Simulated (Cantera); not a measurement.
## Hydrocarbon pyrolysis for carbon deposition

A perfectly stirred reactor is fed with 11.5 % C2H6, 88.5 % N2, at 0.0132 atm; it is held at 1673 K, and followed from long to short residence time.

Computed with Cantera and GRI-Mech 3.0 (53 species, 325 reactions). GRI-Mech 3.0 stops at C3 and has no aromatics, soot or wall deposition, so with more carbon than oxygen in the feed, carbon stays in small species such as C2H2 where larger ones or solid carbon would form. Radical loss at walls, strong at low pressure, is not modelled.

```
τ (s)      x C2H6     x HCN    x C2H4    x CH4     x CH3       x H
-------  --------  --------  --------  -------  --------  --------
13        5.39e-6  0.000110   4.76e-5  0.00386  0.000269  0.000623
4.0       1.64e-5   7.07e-5  0.000113  0.00613  0.000480  0.000687
1.3       4.80e-5   4.41e-5  0.000291  0.00955  0.000834  0.000742
0.41     0.000144   2.61e-5  0.000795   0.0148   0.00146  0.000797
0.13     0.000431   1.51e-5   0.00212   0.0219   0.00254  0.000857
0.041     0.00128   8.63e-6   0.00540   0.0303   0.00439  0.000922
0.013     0.00375   4.90e-6    0.0125   0.0373   0.00746  0.000979
0.0042     0.0106   2.78e-6    0.0240   0.0379    0.0123  0.000989
0.0013     0.0296   1.44e-6    0.0334   0.0271    0.0187  0.000880
0.00042    0.0650   5.87e-7    0.0234   0.0107    0.0204  0.000610
```
x: mole fraction; the columns are a selection and need not sum to one.
